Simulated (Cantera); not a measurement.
## N2O furnace oxynitridation

A perfectly stirred reactor is fed with 55.3 % N₂O, 44.7 % O₂, at 18000 Pa; it is held at 1348 K, and followed from long to short residence time.

Cantera simulation using GRI-Mech 3.0 (53 species, 325 reactions); the numbers are that mechanism's predictions, not measurements. GRI-Mech 3.0 was tuned for natural gas; its chemistry of N2O as a main component is partial and can be far from experiment. The mechanism lacks the step 2 NO + O2 → 2 NO2, which can matter for NO2 below about 1400 K. The temperature is held fixed by assumption; the heat of reaction is taken as removed at once.

```json
[
 {"τ (s)": "28", "x N₂O": "0.0156", "x O₂": "0.541", "x NO₂": "9.72e-5", "x O": "6.26e-6", "x NO": "0.0447", "x N₂": "0.398"},
 {"τ (s)": "8.4", "x N₂O": "0.0433", "x O₂": "0.531", "x NO₂": "0.000106", "x O": "9.03e-6", "x NO": "0.0539", "x N₂": "0.372"},
 {"τ (s)": "2.5", "x N₂O": "0.113", "x O₂": "0.516", "x NO₂": "9.96e-5", "x O": "1.15e-5", "x NO": "0.0535", "x N₂": "0.318"},
 {"τ (s)": "0.75", "x N₂O": "0.248", "x O₂": "0.494", "x NO₂": "7.10e-5", "x O": "1.30e-5", "x NO": "0.0395", "x N₂": "0.219"},
 {"τ (s)": "0.22", "x N₂O": "0.404", "x O₂": "0.470", "x NO₂": "3.39e-5", "x O": "1.36e-5", "x NO": "0.0198", "x N₂": "0.107"},
 {"τ (s)": "0.066", "x N₂O": "0.497", "x O₂": "0.456", "x NO₂": "1.14e-5", "x O": "1.38e-5", "x NO": "0.00742", "x N₂": "0.0398"},
 {"τ (s)": "0.020", "x N₂O": "0.535", "x O₂": "0.450", "x NO₂": "2.84e-6", "x O": "1.38e-5", "x NO": "0.00242", "x N₂": "0.0130"},
 {"τ (s)": "0.0059", "x N₂O": "0.547", "x O₂": "0.448", "x NO₂": "4.69e-7", "x O": "1.38e-5", "x NO": "0.000730", "x N₂": "0.00391"},
 {"τ (s)": "0.0018", "x N₂O": "0.551", "x O₂": "0.448", "x NO₂": "5.72e-8", "x O": "1.36e-5", "x NO": "0.000221", "x N₂": "0.00119"},
 {"τ (s)": "0.00052", "x N₂O": "0.552", "x O₂": "0.447", "x NO₂": "4.88e-9", "x O": "1.29e-5", "x NO": "6.10e-5", "x N₂": "0.000338"}
]
```
x: mole fraction; the columns are a selection and need not sum to one.
